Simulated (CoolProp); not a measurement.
Saturated liquid density (kg/m³) of sulfur dioxide: the reference equation beside estimates from Tc = 430.6 K, pc = 7.887 MPa, ω = 0.256.

Values from CoolProp's reference Helmholtz-energy equation of state, Gao 2016.

```csv
T (K),reference,van der Waals,Soave-Redlich-Kwong,Peng-Robinson
342.4,1231,[?],1086,[?]
347.8,1212,720.5,1066,1210
353.2,[?],709.0,1045,1187
358.6,1172,697.2,[?],1162
364,1151,684.8,1001,1136
369.4,1129,671.9,[?],1108
374.8,1106,658.5,951.5,1079
380.3,1081,644.0,[?],1048
385.7,1055,629.0,895.9,1015
```

Problem. What belongs in the gaps?

Solution. 
- 342.4, van der Waals: 731.5
- 342.4, Peng-Robinson: 1233
- 353.2, reference: 1192
- 358.6, Soave-Redlich-Kwong: 1024
- 369.4, Soave-Redlich-Kwong: 976.8
- 380.3, Soave-Redlich-Kwong: 924.3

Absolute difference from the reference over all 9 rows, mean and median: van der Waals 40.5 and 40.5 %, Soave-Redlich-Kwong 13.2 and 13.0 %, Peng-Robinson 1.6 and 1.3 %.
